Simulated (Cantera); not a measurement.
A closed system holds: 1 mol CH3F, 1.2 mol CH4, 1 mol H2, held at 750 Torr.

Cantera equilibrium calculation (NASA polynomials, part measured and part estimated; ideal gas, pure solids and liquids). Candidate condensed phases: C, C6H6, C7H8, C8H18; 95 gas species. Kinetics and transport are ignored.

Question: What share of the C ends up in condensed phases as a function of T (K), at 848, 998, 1148, 1298, 1448, 1598, 1748, 1898, 2048, 2198, 2348, 2498, 2648?

Answer: 
```csv
T (K),C condensed (%),as
848,57.8,C(graphite)
998,87.2,C(graphite)
1148,96.3,C(graphite)
1298,98.7,C(graphite)
1448,99.5,C(graphite)
1598,99.7,C(graphite)
1748,99.8,C(graphite)
1898,99.8,C(graphite)
2048,99.5,C(graphite)
2198,98.9,C(graphite)
2348,97.8,C(graphite)
2498,95.7,C(graphite)
2648,92.3,C(graphite)
```
